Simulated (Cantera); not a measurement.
## Equilibrium for metals in furnace atmospheres: Fe + CO2 + H2

Input: 1 mol Fe, 1.2 mol CO2, 1.8 mol H2, at 100000 Pa.

Cantera equilibrium calculation (NASA polynomials, part measured and part estimated; ideal gas, pure solids and liquids). Candidate condensed phases: C, C6H6, C7H8, C8H18, Fe, Fe(CO)5, FeO, Fe(OH)2, Fe(OH)3, Fe2O3, Fe3O4, H2O; 114 gas species. Each liquid is taken as pure. Mutual solubility and eutectic melting of coexisting phases are not modelled. The tables' stoichiometric FeO is somewhat more stable than real wüstite, so its field is too wide. FeO: taken at fixed stoichiometry. Kinetics and transport are ignored.

From 1425 K to 1625 K the condensed part is Fe(γ) + FeO(s). From 1675 K to 1775 K the condensed part is Fe(δ) + FeO(l). From 1825 K to 1875 K the condensed part is Fe(l) + FeO(l). The main Fe-bearing gas is Fe(OH)2 at 1425 K and Fe at 1875 K.

```
T (K)  log p H2  log p CO  log p H2O  log p CO2  log p H  log p Fe  n Fe(γ)  n FeO(s)  n Fe(δ)  n FeO(l)  n Fe(l)
-----  --------  --------  ---------  ---------  -------  --------  -------  --------  -------  --------  -------
1425      -0.36     -0.47      -0.78      -1.24    -5.35     -7.55    0.476     0.524        0         0        0
1475      -0.37     -0.46      -0.76      -1.25    -5.07     -7.06    0.491     0.509        0         0        0
1525      -0.38     -0.46      -0.74      -1.26    -4.81     -6.60    0.505     0.495        0         0        0
1575      -0.38     -0.46      -0.73      -1.27    -4.57     -6.17    0.518     0.482        0         0        0
1625      -0.39     -0.46      -0.72      -1.28    -4.35     -5.76    0.530     0.470        0         0        0
1675      -0.39     -0.46      -0.72      -1.30    -4.13     -5.38        0         0    0.527     0.473        0
1725      -0.39     -0.45      -0.72      -1.33    -3.93     -5.03        0         0    0.512     0.488        0
1775      -0.39     -0.45      -0.72      -1.36    -3.73     -4.69        0         0    0.498     0.502        0
1825      -0.39     -0.45      -0.73      -1.38    -3.55     -4.38        0         0        0     0.512    0.488
1875      -0.39     -0.44      -0.72      -1.40    -3.38     -4.09        0         0        0     0.512    0.488
```
log p: log10 of the partial pressure in bar; n: condensed amount in mol.
